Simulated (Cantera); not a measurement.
An isothermal, constant-pressure homogeneous reactor starts with 2.60 % CO, 0.868 % O2, 0.0839 % H2O, 96.4 % N2, equivalence ratio 1.5, at 900 K and 9.67 atm.

Detailed kinetics in Cantera: GRI-Mech 3.0 (53 species, 325 reactions).

x: mole fraction; the columns are a selection and need not sum to one.

| t (s) | x CO | x O2 | x H2O | x CO2 | x HO2 | x NO |
|---|---|---|---|---|---|---|
| 5.00e-5 | 0.0260 | 0.00868 | 0.000839 | 1.15e-11 | <1e-12 | <1e-12 |
| 0.000155 | 0.0260 | 0.00868 | 0.000839 | 4.44e-11 | <1e-12 | <1e-12 |
| 0.000482 | 0.0260 | 0.00868 | 0.000839 | 1.63e-10 | 1.28e-12 | <1e-12 |
| 0.00150 | 0.0260 | 0.00868 | 0.000839 | 5.41e-10 | 4.52e-12 | <1e-12 |
| 0.00464 | 0.0260 | 0.00868 | 0.000839 | 1.76e-9 | 1.46e-11 | <1e-12 |
| 0.0144 | 0.0260 | 0.00868 | 0.000839 | 5.92e-9 | 4.59e-11 | <1e-12 |
| 0.0447 | 0.0260 | 0.00868 | 0.000839 | 2.27e-8 | 1.44e-10 | <1e-12 |
| 0.139 | 0.0260 | 0.00868 | 0.000839 | 1.12e-7 | 4.56e-10 | <1e-12 |
| 0.431 | 0.0260 | 0.00868 | 0.000839 | [?] | [?] | <1e-12 |
| 1.34 | 0.0260 | 0.00868 | 0.000839 | 7.11e-6 | 5.46e-9 | <1e-12 |
| 4.15 | 0.0260 | 0.00864 | 0.000839 | 8.02e-5 | 2.07e-8 | <1e-12 |
| 12.9 | 0.0254 | 0.00838 | 0.000839 | [?] | 3.42e-8 | <1e-12 |
| 40.0 | 0.0237 | 0.00753 | 0.000840 | 0.00233 | 3.40e-8 | <1e-12 |

Question: What belongs in the gaps?

Answer: 
- 0.431, x CO2: 7.72e-7
- 0.431, x HO2: 1.50e-9
- 12.9, x CO2: 0.000603
